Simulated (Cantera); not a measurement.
Charge: 1 mol Si3N4, 0.97 mol CO2, 2.9 mol N2, held at 510 Torr.

Method: chemical equilibrium by Gibbs-energy minimisation in Cantera with the NASA 1993 tables (ideal gas, pure condensed phases). Candidate condensed phases: C, Si, SiC, SiO2, Si2N2O, Si3N4; 34 gas species. Rates play no part. All values below are at 1423 K.

Base state: N2 0.885, CO 0.115, CO2 1.22e-5 (mole fractions); condensed: C(graphite) + Si2N2O(s).

**Question.** What changes in the equilibrium state with this change: CO2 from 0.97 to 0.025 mol?

**Answer.** 
```csv
species,before,after
N2,0.885,1.000
CO,0.115,2.78e-5
CO2,1.22e-5,<1e-9
"C(graphite), mol",0.530,0.0249
"Si2N2O(s), mol",1.50,0.0499
"Si3N4(s), mol",0,0.967
```
Mutual solubility and eutectic melting of coexisting phases are not modelled.
